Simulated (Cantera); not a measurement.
## Premixed flame

A freely propagating, adiabatic, planar premixed flame of 20.4 % H₂, 16.2 % O₂, 48.1 % N₂, 15.3 % H₂O, unburnt at 475 K and 101000 Pa; mixture-averaged transport, grid criteria slope 0.08 and curve 0.16, no radiation.

Model: the H2/O2 subset of GRI-Mech 3.0, which has no nitrogen chemistry, integrated in Cantera. Burning velocities carry a grid error of a few per cent, more on coarse grids. Lean hydrogen flames are cellular in practice and burn faster than this planar one.

```json
[
 {"z (mm)": "-1.04", "T (K)": "475", "u (m/s)": "1.90", "x H₂": "0.204", "x O₂": "0.162", "x H₂O": "0.153", "x H": "<1e-8", "x O": "<1e-8", "x HO₂": "<1e-8"},
 {"z (mm)": "-0.696", "T (K)": "475", "u (m/s)": "1.90", "x H₂": "0.203", "x O₂": "0.162", "x H₂O": "0.154", "x H": "<1e-8", "x O": "<1e-8", "x HO₂": "7.64e-8"},
 {"z (mm)": "-0.522", "T (K)": "476", "u (m/s)": "1.89", "x H₂": "0.201", "x O₂": "0.162", "x H₂O": "0.154", "x H": "<1e-8", "x O": "<1e-8", "x HO₂": "8.00e-7"},
 {"z (mm)": "-0.348", "T (K)": "480", "u (m/s)": "1.89", "x H₂": "0.193", "x O₂": "0.164", "x H₂O": "0.156", "x H": "<1e-8", "x O": "8.20e-8", "x HO₂": "9.05e-6"},
 {"z (mm)": "-0.174", "T (K)": "569", "u (m/s)": "2.17", "x H₂": "0.158", "x O₂": "0.167", "x H₂O": "0.171", "x H": "1.64e-5", "x O": "6.99e-6", "x HO₂": "0.000357"},
 {"z (mm)": "-0.0870", "T (K)": "837", "u (m/s)": "3.11", "x H₂": "0.117", "x O₂": "0.156", "x H₂O": "0.210", "x H": "0.000976", "x O": "0.000208", "x HO₂": "0.000445"},
 {"z (mm)": "0", "T (K)": "1179", "u (m/s)": "4.31", "x H₂": "0.0693", "x O₂": "0.128", "x H₂O": "0.272", "x H": "0.00537", "x O": "0.00182", "x HO₂": "0.000209"},
 {"z (mm)": "0.0870", "T (K)": "1421", "u (m/s)": "5.18", "x H₂": "0.0341", "x O₂": "0.0977", "x H₂O": "0.324", "x H": "0.00892", "x O": "0.00421", "x HO₂": "0.000114"},
 {"z (mm)": "0.174", "T (K)": "1561", "u (m/s)": "5.67", "x H₂": "0.0185", "x O₂": "0.0818", "x H₂O": "0.350", "x H": "0.00840", "x O": "0.00502", "x HO₂": "7.41e-5"},
 {"z (mm)": "0.348", "T (K)": "1698", "u (m/s)": "6.15", "x H₂": "0.0103", "x O₂": "0.0733", "x H₂O": "0.367", "x H": "0.00490", "x O": "0.00406", "x HO₂": "4.41e-5"},
 {"z (mm)": "0.696", "T (K)": "1803", "u (m/s)": "6.49", "x H₂": "0.00569", "x O₂": "0.0703", "x H₂O": "0.378", "x H": "0.00185", "x O": "0.00224", "x HO₂": "2.28e-5"},
 {"z (mm)": "1.39", "T (K)": "1864", "u (m/s)": "6.69", "x H₂": "0.00247", "x O₂": "0.0693", "x H₂O": "0.386", "x H": "0.000490", "x O": "0.000947", "x HO₂": "9.88e-6"},
 {"z (mm)": "2.78", "T (K)": "1892", "u (m/s)": "6.78", "x H₂": "0.000906", "x O₂": "0.0692", "x H₂O": "0.390", "x H": "0.000107", "x O": "0.000350", "x HO₂": "4.05e-6"}
]
```
x: mole fraction of selected species; z is measured from the peak of heat release.

The laminar burning velocity is 190 cm/s, the thermal thickness is 0.348 mm and the peak x(H) is 0.00910. The peak x(O) comes out as 0.00503 and the peak x(HO₂) is 0.000540. The grid points is 105.
